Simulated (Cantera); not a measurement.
A closed system holds: 1 mol SiO2, 70 mol H2, 0.64 mol N2, at 1698.15 K and 75.0 Torr.

Equilibrium computed with Cantera from the NASA thermochemical tables; the gas is ideal and each condensed phase is pure. Candidate condensed phases: H2O, Si, SiO2, Si2N2O, Si3N4; 35 gas species. The tables hold silica as quartz up to 1696 K and as liquid above; real silica turns to tridymite and cristobalite and melts near 1996 K. Equilibrium is a limit: real reactors are often held back by kinetics, nucleation or transport.

Base state: H2 0.987, N2 0.00904, SiO 0.00162, H2O 0.00162, H 0.000455 (mole fractions); condensed: SiO2(condensed).

Q: What changes in the equilibrium state with this change: SiO2 replaced by Al2O3?

A: 
```csv
species,before,after
H2,0.987,0.990
N2,0.00904,0.00906
H,0.000455,0.000456
SiO,0.00162,0
H2O,0.00162,8.69e-6
"SiO2(condensed), mol",0.885,0
"Al2O3(s), mol",0,1.000
```
Further candidate phases: Al, AlN, Al2O3.
